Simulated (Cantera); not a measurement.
A perfectly stirred reactor is fed with 9.10 % CH4, 18.4 % O2, 69.2 % N2, 3.37 % H2O, equivalence ratio 0.99, at 1.97 atm; it is adiabatic with a 773 K inlet, and is followed from long to short residence time, starting on the burning branch (τ in s: 0.17, 0.071, 0.03, 0.012, 0.0051, 0.0021, 0.00088, 0.00037, 0.00015, 6.3e-05).

Model: GRI-Mech 3.0 (53 species, 325 reactions), integrated in Cantera.

x: mole fraction; the columns are a selection and need not sum to one.

```
τ (s)    T (K)  x CH4     x O2  x H2O       x O     x CH3      x H   x CH2CO
-------  -----  -----  -------  -----  --------  --------  -------  --------
0.17      2423    [?]  0.00874  0.203  0.000661   3.50e-7  0.00102  1.63e-10
0.071     2422    [?]  0.00898  0.203  0.000682   8.20e-7  0.00105  3.90e-10
0.030     2419    [?]  0.00942  0.202  0.000725   1.86e-6  0.00111  9.26e-10
0.012     2411    [?]   0.0102  0.202  0.000815   4.25e-6  0.00124   2.36e-9
0.0051    2394    [?]   0.0113  0.200  0.000974   8.72e-6  0.00150   5.76e-9
0.0021    2363    [?]   0.0131  0.198   0.00128   1.71e-5  0.00203   1.45e-8
0.00088   2316    [?]   0.0154  0.194   0.00177   3.13e-5  0.00297   3.49e-8
0.00037   2254    [?]   0.0183  0.190   0.00248   5.65e-5  0.00442   8.36e-8
0.00015   2178    [?]   0.0221  0.184   0.00334  0.000108  0.00641   2.26e-7
6.3e-5    2097    [?]   0.0269  0.179   0.00395  0.000220  0.00824   7.37e-7
```

Q: Fill in the missing entries.

A: 
- 0.17, x CH4: 5.49e-7
- 0.071, x CH4: 1.29e-6
- 0.030, x CH4: 2.92e-6
- 0.012, x CH4: 6.76e-6
- 0.0051, x CH4: 1.42e-5
- 0.0021, x CH4: 2.89e-5
- 0.00088, x CH4: 5.62e-5
- 0.00037, x CH4: 0.000110
- 0.00015, x CH4: 0.000232
- 6.3e-5, x CH4: 0.000530
